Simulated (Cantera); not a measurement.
What does this Cantera script print?

```python
import numpy as np
import cantera as ct

gas = ct.Solution("SiF4_NH3_mec.yaml", "gas")
gas.TPX = 2323, 57000, {'NH3': 1, 'N2': 1}
inlet = ct.Reservoir(gas, clone=True)

reactor = ct.IdealGasConstPressureReactor(gas, energy="off", clone=False)
exhaust = ct.Reservoir(gas, clone=True)
tau = [29, 8.2, 2.3, 0.66, 0.19, 0.053, 0.015, 0.0043][0]
for a, b in ((inlet, reactor), (reactor, exhaust)):
    ct.MassFlowController(a, b, mdot=lambda t: reactor.mass / tau)
net = ct.ReactorNet([reactor])
show = ['NH3', 'H', 'N2H4', 'N2H2', 'N', 'H2', 'N2']

rows = []
print(f"{'tau/s':>10s}{'T/K':>9s}" + "".join(f"{s:>11s}" for s in show))
for tau in [29, 8.2, 2.3, 0.66, 0.19, 0.053, 0.015, 0.0043]:
    net.initial_time = 0.0
    net.advance(30 * tau)
    before = gas.X
    net.advance(40 * tau)
    drift = np.max(np.abs(gas.X - before) / (gas.X + 1e-9))
    rows.append([gas.T, *gas[show].X, drift])
    print(f"{tau:10.3e}{gas.T:9.1f}" + "".join(f"{x:11.3e}" for x in gas[show].X))
```

Result:

```
     tau/s      T/K        NH3          H       N2H4       N2H2          N         H2         N2
 2.900e+01   2323.0  8.689e-05  1.013e-02  9.034e-13  2.931e-10  2.249e-06  4.923e-01  4.975e-01
 8.200e+00   2323.0  1.679e-04  9.988e-03  3.277e-12  1.045e-09  4.156e-06  4.923e-01  4.975e-01
 2.300e+00   2323.0  3.495e-04  9.489e-03  1.278e-11  3.901e-09  7.383e-06  4.925e-01  4.976e-01
 6.600e-01   2323.0  9.249e-04  7.858e-03  6.120e-11  1.599e-08  1.098e-05  4.931e-01  4.980e-01
 1.900e-01   2323.0  4.619e-03  4.466e-03  4.964e-10  8.093e-08  1.000e-05  4.919e-01  4.988e-01
 5.300e-02   2323.0  2.221e-02  2.442e-03  3.671e-09  3.656e-07  8.391e-06  4.757e-01  4.993e-01
 1.500e-02   2323.0  7.522e-02  1.458e-03  1.893e-08  1.337e-06  7.922e-06  4.230e-01  4.994e-01
 4.300e-03   2323.0  1.919e-01  8.000e-04  7.000e-08  3.863e-06  7.170e-06  3.063e-01  4.993e-01
```

Model: the gas-phase N/H chemistry of the illustrative SiF4/NH3 mechanism in the Surface Chemkin manual (1991), integrated in Cantera. Walls and surfaces, which speed up NH3 decomposition in real reactors, are not modelled.
